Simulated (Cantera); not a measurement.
An isothermal, constant-pressure homogeneous reactor starts with NH3 : N2 = 1 : 1 (molar parts), at 1923 K and 97.5 Torr.

Computed with Cantera and the gas-phase N/H chemistry of the illustrative SiF4/NH3 mechanism in the Surface Chemkin manual (1991). Walls and surfaces, which speed up NH3 decomposition in real reactors, are not modelled.

x: mole fraction; the columns are a selection and need not sum to one.

```tsv
t (s)	x NH3	x NH2	x N2H4	x N2H2	x N	x H
3.00e-5	0.500	(withheld)	3.11e-11	5.91e-10	<1e-12	2.26e-7
9.11e-5	0.500	(withheld)	3.06e-10	8.05e-9	1.27e-11	2.27e-7
0.000277	0.500	(withheld)	2.83e-9	9.42e-8	3.67e-10	2.50e-7
0.000840	0.499	(withheld)	2.23e-8	9.09e-7	2.83e-9	4.80e-7
0.00255	0.498	0.000732	6.18e-8	2.74e-6	1.32e-8	1.66e-6
0.00775	0.492	0.000725	6.07e-8	2.85e-6	4.10e-8	4.73e-6
0.0235	0.474	0.000670	5.19e-8	2.70e-6	1.20e-7	1.32e-5
0.0714	0.426	(withheld)	3.92e-8	2.31e-6	2.71e-7	3.61e-5
0.217	0.314	(withheld)	2.37e-8	1.53e-6	4.18e-7	9.50e-5
0.659	0.143	(withheld)	7.86e-9	5.64e-7	4.94e-7	0.000231
2.00	0.0217	(withheld)	5.94e-10	6.12e-8	4.90e-7	0.000559
```

Fill in the missing entries.


- 3.00e-5, x NH2: 1.70e-5
- 9.11e-5, x NH2: 5.21e-5
- 0.000277, x NH2: 0.000157
- 0.000840, x NH2: 0.000440
- 0.0714, x NH2: 0.000583
- 0.217, x NH2: 0.000453
- 0.659, x NH2: 0.000261
- 2.00, x NH2: 7.18e-5
